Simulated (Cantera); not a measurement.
Input: 1 mol SiH₂Cl₂, 0.23 mol NH₃, 0.8 mol H₂, at 1900 K and 1.00 bar.

Equilibrium computed with Cantera from the NASA thermochemical tables; the gas is ideal and each condensed phase is pure. The tables' values for SiCl₃, SiCl are old estimates; treat these amounts as uncertain. Gases not in the tables: Si₂H₆ and higher silanes. Kinetics and transport are ignored.

```tsv
species	before	after
H₂	0.566	0.560
HCl	0.195	0.200
SiCl₂	0.182	0.193
N₂	0.0357	0.0245
SiCl₃	0.0158	0.0172
SiCl₄	0.00184	0.00207
SiHCl₃	0.00169	0.00183
SiH₂Cl₂	0.000290	0.000305
SiCl	0.000161	0.000166
Cl	0.000155	0.000160
SiH₃Cl	1.56e-5	1.58e-5
Si(l), mol	0.349	0.342
```
Gas species are given as mole fractions.

Question: Name the change that produced these shifts.
A. temperature from 1900 K to 1223.15 K
B. NH₃ from 0.23 to 0.15 mol
C. pressure from 1.00 bar to 48.0 Pa
D. H₂ from 0.8 to 67 mol

Answer: B, NH₃ from 0.23 to 0.15 mol
